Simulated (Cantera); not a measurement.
What does this Cantera script print?

```python
import numpy as np
import cantera as ct

gas_names = """
    C CH CH2 CH3 CH2OH CH3O CH4 CH3OH CO CO2 COOH C2 C2H CHCO,ketyl C2H2,acetylene C2H2,vinylidene
    CH2CO,ketene C2H3,vinyl CH3CO,acetyl C2H4 C2H4O,ethylen CH3CHO,ethanal CH3COOH (HCOOH)2 C2H5 C2H6
    CH3OCH3 C2H5OH C2O C3 C3H3,propargyl C3H4,allene C3H4,propyne C3H4,cyclo- C3H5,allyl C3H6,propylene
    C3H6,cyclo- C3H6O C3H7,n-propyl C3H7,i-propyl C3H8 C3H8O,1propanol C3H8O,2propanol C3O2 C4 C4H2
    C4H4,1,3-cyclo- C4H6,butadiene C4H6,2-butyne C4H6,cyclo- C4H8,1-butene C4H8,cis2-buten
    C4H8,tr2-butene C4H8,isobutene C4H8,cyclo- (CH3COOH)2 C4H9,n-butyl C4H9,i-butyl C4H9,s-butyl
    C4H9,t-butyl C4H10,isobutane C4H10,n-butane C5 C5H6,1,3cyclo- C5H8,cyclo- C5H10,1-pentene
    C5H10,cyclo- C5H11,pentyl C5H11,t-pentyl C5H12,n-pentane C5H12,i-pentane CH3C(CH3)2CH3 C6H2
    C6H5,phenyl C6H5O,phenoxy C6H6 C6H5OH,phenol C6H10,cyclo- C6H12,1-hexene C6H12,cyclo- C6H13,n-hexyl
    C7H7,benzyl C7H8 C7H8O,cresol C7H14,1-heptene C7H15,n-heptyl C7H16,n-heptane C8H8,styrene
    C8H10,ethylbenz C8H16,1-octene C8H17,n-octyl C8H18,isooctane C8H18,n-octane C9H19,n-nonyl
    C10H8,naphthale C10H21,n-decyl C12H9,o-bipheny C12H10,bipheny H HCO HO2 H2 HCHO,formaldehy HCOOH H2O
    H2O2 O OH O2 O3
""".split()
cond_names = """
    C(gr) C6H6(L) C7H8(L) C8H18(L),n-octa H2O(s) H2O(L)
""".split()


def load(file, names, dense=False):
    # The tables refer to 1 bar. Condensed volumes are neglected.
    table = {s.name: s for s in ct.Species.list_from_file(file)}
    out = []
    for n in names:
        d = dict(table[n].input_data)
        d["thermo"] = dict(d["thermo"], **{"reference-pressure": 1e5})
        if dense:
            d["equation-of-state"] = {"model": "constant-volume", "density": "1e6 g/cm^3"}
        out.append(ct.Species.from_dict(d))
    return out


gas = ct.Solution(thermo="ideal-gas", species=load("nasa_gas.yaml", gas_names))
cond = {s.name: ct.Solution(thermo="fixed-stoichiometry", species=[s], name=s.name)
        for s in load("nasa_condensed.yaml", cond_names, dense=True)}
atoms = {
    'CO': {'C': 1, 'O': 1},
    'H2O': {'H': 2, 'O': 1},
    'H2': {'H': 2},
}
top_T = {'C(gr)': 4500}  # K; cautious upper limits of use, not melting points


def equilibrate(T, P, feed):
    n = {}
    for name, mol in feed.items():
        for a, k in atoms[name].items():
            n[a] = n.get(a, 0.0) + k * mol
    gas.TPX = T, P, n
    mass = sum(n.values()) * gas.mean_molecular_weight
    gas.equilibrate("TP")
    valid = [c for c in cond.values() if c.min_temp <= T <= top_T.get(c.name, c.max_temp)]
    mix = ct.Mixture([(gas, mass / gas.mean_molecular_weight)] + [(c, 0.0) for c in valid])
    mix.T, mix.P = T, P
    mix.equilibrate("TP", solver="vcs", rtol=1e-11, max_steps=5000)
    return mix


results = []
feed = {'CO': 1, 'H2O': 0.048, 'H2': 1.5}  # mol
T = 1575  # K
for P in [10, 100, 1000, 10000, 100000, 1000000, 10000000]:
    mix = equilibrate(T, P, feed)
    results.append((T, P, feed, dict(zip(mix.species_names, mix.species_moles))))
    x = sorted(zip(gas.X, gas.species_names), reverse=True)
    print(f"T = {T:g} K  P = {P:g} Pa  gas = {mix.phase_moles(0):.4g} mol")
    print("   x: " + "  ".join(f"{s} {v:.3e}" for v, s in x if v > 1e-05))
    print("   condensed (mol): " + ("  ".join(f"{mix.phase(i).name} {mix.phase_moles(i):.4g}"
          for i in range(1, mix.n_phases) if mix.phase_moles(i) > 1e-12) or "none"))
```

Result:

```
T = 1575 K  P = 10 Pa  gas = 2.552 mol
   x: H2 5.896e-01  CO 3.884e-01  H2O 1.533e-02  CO2 3.479e-03  H 3.191e-03
   condensed (mol): none
T = 1575 K  P = 100 Pa  gas = 2.549 mol
   x: H2 5.914e-01  CO 3.888e-01  H2O 1.535e-02  CO2 3.478e-03  H 1.011e-03
   condensed (mol): none
T = 1575 K  P = 1000 Pa  gas = 2.548 mol
   x: H2 5.919e-01  CO 3.889e-01  H2O 1.536e-02  CO2 3.478e-03  H 3.197e-04
   condensed (mol): none
T = 1575 K  P = 10000 Pa  gas = 2.548 mol
   x: H2 5.921e-01  CO 3.890e-01  H2O 1.536e-02  CO2 3.478e-03  H 1.011e-04
   condensed (mol): none
T = 1575 K  P = 100000 Pa  gas = 2.548 mol
   x: H2 5.921e-01  CO 3.890e-01  H2O 1.537e-02  CO2 3.480e-03  H 3.198e-05
   condensed (mol): none
T = 1575 K  P = 1e+06 Pa  gas = 2.543 mol
   x: H2 5.907e-01  CO 3.886e-01  H2O 1.614e-02  CO2 3.660e-03  CH4 9.260e-04  H 1.010e-05
   condensed (mol): none
T = 1575 K  P = 1e+07 Pa  gas = 2.409 mol
   x: H2 5.454e-01  CO 3.768e-01  H2O 3.949e-02  CH4 2.889e-02  CO2 9.404e-03  C2H4 2.494e-05
   condensed (mol): none
```

Equilibrium computed with Cantera from the NASA thermochemical tables; the gas is ideal and each condensed phase is pure. The ideal-gas law is rough above about 30 bar.
